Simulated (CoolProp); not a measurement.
Vapour-liquid equilibrium of ethylbenzene (1) + o-xylene (2) at 338 kPa; x and y are mole fractions of (1).

The numbers come from the multi-fluid Helmholtz-energy mixture model, Zhou 2012 and Zhou 2012; pair parameters Bell 2016 in CoolProp.

Give the bubble temperature and the first vapour's composition at x = 0.2, 0.5, 0.65. Is there an azeotrope?

x = 0.2: 467.7 K, y = 0.228; x = 0.5: 464.8 K, y = 0.543; x = 0.65: 463.4 K, y = 0.686. No azeotrope shows between x = 0.05 and 0.95.

Pair parameters are fitted to limited data, so mixtures are less certain than the pure fluids.
